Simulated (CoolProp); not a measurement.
Vapour-liquid equilibrium of cyclohexane (1) + p-xylene (2) at 29.85 °C; x and y are mole fractions of (1).

Computed with CoolProp (multi-fluid Helmholtz-energy mixture model, Zhou 2014 and Zhou 2012; pair parameters Bell 2016).

Q: Give the bubble pressure and the first vapour's composition at x = 0.275, 0.575, 0.95. Is there an azeotrope?

A: x = 0.275: 0.06754 bar, y = 0.828; x = 0.575: 0.1085 bar, y = 0.929; x = 0.95: 0.1546 bar, y = 0.992. No azeotrope shows between x = 0.05 and 0.95.

The pair parameters rest on a limited set of measurements; away from them the model extrapolates.
